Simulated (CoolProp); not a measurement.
The numbers come from the reference Helmholtz-energy equation of state, Gao 2016 in CoolProp.

### Question
Give the vapour pressure (bar), vapour density (kg/m³), surface tension (mN/m) of saturated sulfur dioxide at -13.05 °C.

### Answer
| T (°C) | p (bar) | vapour density (kg/m³) | surface tension (mN/m) |
|---|---|---|---|
| -13.05 | 0.883 | 2.68 | 29.1 |

Surface tension comes from a separate correlation (Mulero 2012).
